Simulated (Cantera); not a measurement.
A closed system holds: 1 mol CCl4, 0.51 mol F2, 0.51 mol H2, held at 1452 °C and 0.250 bar.

Equilibrium computed with Cantera from the NASA thermochemical tables; the gas is ideal and each condensed phase is pure. Candidate condensed phases: C, C6H6, C7H8, C8H18; 118 gas species. Gases not in the tables: C2F6 and larger saturated fluorocarbons. Equilibrium is a limit: real reactors are often held back by kinetics, nucleation or transport.

Base state: Cl2 0.393, Cl 0.274, HF 0.183, HCl 0.119, CF4 0.0263, CClF3 0.00388, CCl2F2 0.000425, CF2 0.000255 (mole fractions); condensed: C(graphite).

Problem. What changes in the equilibrium state with this change: 0.24 mol HCl added?

Solution. 
```json
[
 {"species": "Cl2", "before": "0.393", "after": "0.371"},
 {"species": "Cl", "before": "0.274", "after": "0.266"},
 {"species": "HF", "before": "0.183", "after": "0.201"},
 {"species": "HCl", "before": "0.119", "after": "0.142"},
 {"species": "CF4", "before": "0.0263", "after": "0.0167"},
 {"species": "CClF3", "before": "0.00388", "after": "0.00269"},
 {"species": "CF3", "before": "3.09e-5", "after": "2.20e-5"},
 {"species": "CCl2F2", "before": "0.000425", "after": "0.000320"},
 {"species": "CF2", "before": "0.000255", "after": "0.000203"},
 {"species": "C(graphite), mol", "before": "0.895", "after": "0.926"}
]
```
